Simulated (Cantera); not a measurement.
Feed: 1 mol Si, 0.52 mol H2O, 150 mol N2, at 1 atm.

These are equilibrium values from Cantera (NASA tables, ideal gas, pure condensed phases), not measurements of a reactor. Candidate condensed phases: H2O, Si, SiO2, Si2N2O, Si3N4; 35 gas species. Kinetics and transport are ignored.

**Question.** At 1452 °C, list the 4 most abundant gas species with their mole fractions, and the condensed phases.

**Answer.** N2 0.996, H2 0.00346, SiO 0.000263, H 1.08e-5. Condensed: Si2N2O(s).
